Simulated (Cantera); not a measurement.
Input (Python, Cantera):

```python
import numpy as np
import cantera as ct

gas = ct.Solution("h2o2.yaml")
gas.TPX = 573, 1000000, {'H2': 1, 'O2': 0.417, 'N2': 1.57}
flame = ct.FreeFlame(gas, width=0.008)
flame.set_refine_criteria(ratio=3, slope=0.08, curve=0.16)
flame.transport_model = "mixture-averaged"
flame.solve(loglevel=0, auto=True)
flame.transport_model = "multicomponent"
flame.soret_enabled = True
flame.solve(loglevel=0, refine_grid=True)
z, T = flame.grid, flame.T
thick = (T[-1] - T[0]) / np.gradient(T, z).max()
show = ['H2', 'O2', 'H2O', 'H2O2', 'H', 'HO2']
print(f"laminar burning velocity  {flame.velocity[0] * 100:.3f} cm/s")
print(f"burnt temperature         {T[-1]:.1f} K")
print(f"thermal thickness         {thick * 1e3:.4f} mm")
print(f"grid points               {len(z)}")
z0 = z[flame.heat_release_rate.argmax()]
print(f"{'z/mm':>9s}{'T/K':>9s}{'u/(m/s)':>9s}" + "".join(f"{s:>11s}" for s in show))
rows = []
for k in (-3, -2, -1.5, -1, -0.5, -0.25, 0, 0.25, 0.5, 1, 2, 4, 8):
    zz = z0 + k * thick
    rows.append([k * thick, np.interp(zz, z, T), np.interp(zz, z, flame.velocity),
                 *(np.interp(zz, z, flame.X[gas.species_index(s)]) for s in show)])
    print(f"{rows[-1][0] * 1e3:9.3f}{rows[-1][1]:9.1f}{rows[-1][2]:9.3f}" + "".join(f"{x:11.3e}" for x in rows[-1][3:]))
```

Output:

```
laminar burning velocity  627.868 cm/s
burnt temperature         2603.7 K
thermal thickness         0.0236 mm
grid points               111
     z/mm      T/K  u/(m/s)         H2         O2        H2O       H2O2          H        HO2
   -0.071    573.0    6.279  3.348e-01  1.396e-01  3.706e-09  7.980e-12  3.038e-14  1.930e-10
   -0.047    573.0    6.277  3.345e-01  1.397e-01  2.246e-07  6.929e-10  3.252e-12  1.583e-08
   -0.035    573.1    6.272  3.338e-01  1.398e-01  1.821e-06  6.974e-09  3.563e-11  1.536e-07
   -0.024    574.7    6.249  3.290e-01  1.408e-01  4.162e-05  2.289e-07  1.589e-09  4.838e-06
   -0.012    641.7    6.643  2.897e-01  1.468e-01  4.205e-03  3.575e-05  3.479e-05  6.849e-04
   -0.006    975.2    9.720  2.403e-01  1.363e-01  3.945e-02  1.366e-04  2.409e-03  1.292e-03
    0.000   1462.9   14.327  1.724e-01  9.642e-02  1.228e-01  3.484e-05  1.454e-02  6.119e-04
    0.006   1804.0   17.556  1.120e-01  5.091e-02  2.052e-01  5.605e-06  2.725e-02  2.713e-04
    0.012   1991.9   19.311  8.265e-02  2.603e-02  2.488e-01  3.630e-06  3.077e-02  1.217e-04
    0.024   2177.3   20.976  6.780e-02  1.104e-02  2.772e-01  2.184e-06  2.630e-02  4.352e-05
    0.047   2335.2   22.312  6.391e-02  5.963e-03  2.925e-01  1.409e-06  1.788e-02  1.949e-05
    0.094   2455.1   23.280  6.102e-02  3.236e-03  3.047e-01  9.267e-07  1.113e-02  8.593e-06
    0.189   2532.6   23.883  5.852e-02  1.573e-03  3.136e-01  5.568e-07  6.867e-03  3.386e-06
```

Detailed kinetics in Cantera: the H2/O2 subset of GRI-Mech 3.0, which has no nitrogen chemistry. The hydrogen kinetics of GRI-Mech 3.0 are dated; newer H2 mechanisms differ, most at raised pressure. Burning velocities carry a grid error of a few per cent, more on coarse grids.
